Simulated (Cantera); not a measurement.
Mixture: CO : H2 : O2 : N2 = 0.57 : 0.73 : 1.27 : 4.78 (molar parts), equivalence ratio 0.51, at 1.00 bar, adiabatic and at constant volume. Ignition delay is the time to a rise of 400 K.

Computed with Cantera and GRI-Mech 3.0 (53 species, 325 reactions). Where the delays flatten at high temperature, the 400 K rule measures the pace of heat release, not the induction time.

### Question
Predict: delay at 1250 K; delay at 1400 K; delay at 1550 K; delay at 1700 K; delay at 1850 K.

### Answer
```
Quantity           Value
---------------  -------
delay at 1250 K  48.9 µs
delay at 1400 K  32.8 µs
delay at 1550 K  28.1 µs
delay at 1700 K  28.6 µs
delay at 1850 K  32.7 µs
```
